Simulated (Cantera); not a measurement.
Input: 1 mol MgO, 1 mol Br2, at 898 K and 0.120 bar.

Cantera equilibrium calculation (NASA polynomials, part measured and part estimated; ideal gas, pure solids and liquids). Candidate condensed phases: Br2, Mg, MgBr2, MgO; 10 gas species. The numbers say what is thermodynamically allowed, not how fast it happens.

Base state: Br2 0.996, Br 0.00434 (mole fractions); condensed: MgO(s).

Q: What changes in the equilibrium state with this change: pressure from 0.120 bar to 0.0110 bar?

A: 
```json
[
 {"species": "Br2", "before": "0.996", "after": "0.986"},
 {"species": "Br", "before": "0.00434", "after": "0.0142"},
 {"species": "MgO(s), mol", "before": "1.000", "after": "1.000"}
]
```
